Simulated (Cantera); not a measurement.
An adiabatic, constant-volume homogeneous reactor starts with H₂ : O₂ : N₂ = 1 : 0.82 : 9.02 (molar parts), at 1550 K and 1.00 bar. Integrator tolerance rtol = 1e-08.

Detailed kinetics in Cantera: the H2/O2 subset of GRI-Mech 3.0, which has no nitrogen chemistry.

Q: What does this change do: O2 0.82 to 2.4 parts?

A: 
```csv
quantity,before,after
time of steepest temperature rise,26.2 µs,16.3 µs
temperature at 0.300 s,2320 K,2222 K
equilibrium temperature,2320 K,2222 K
x(H₂) at 0.300 s,0.00105 (gas-phase equilibrium 0.00105),0.000229 (gas-phase equilibrium 0.000229)
x(O₂) at 0.300 s,0.0300 (gas-phase equilibrium 0.0300),0.158 (gas-phase equilibrium 0.158)
x(H) at 0.300 s,0.000293 (gas-phase equilibrium 0.000293),8.26e-5 (gas-phase equilibrium 8.26e-5)
x(O) at 0.300 s,0.000812 (gas-phase equilibrium 0.000812),0.00105 (gas-phase equilibrium 0.00105)
x(H₂O) at 0.300 s,0.0932 (gas-phase equilibrium 0.0932),0.0814 (gas-phase equilibrium 0.0814)
```

Q: What does this change do: constant pressure in place of constant volume?

A: 
```csv
quantity,before,after
time of steepest temperature rise,26.2 µs,26.2 µs
temperature at 0.300 s,2320 K,2181 K
equilibrium temperature,2320 K,2181 K
x(H₂) at 0.300 s,0.00105 (gas-phase equilibrium 0.00105),0.000554 (gas-phase equilibrium 0.000554)
x(O₂) at 0.300 s,0.0300 (gas-phase equilibrium 0.0300),0.0303 (gas-phase equilibrium 0.0303)
x(H) at 0.300 s,0.000293 (gas-phase equilibrium 0.000293),0.000120 (gas-phase equilibrium 0.000120)
x(O) at 0.300 s,0.000812 (gas-phase equilibrium 0.000812),0.000420 (gas-phase equilibrium 0.000420)
x(H₂O) at 0.300 s,0.0932 (gas-phase equilibrium 0.0932),0.0946 (gas-phase equilibrium 0.0946)
```
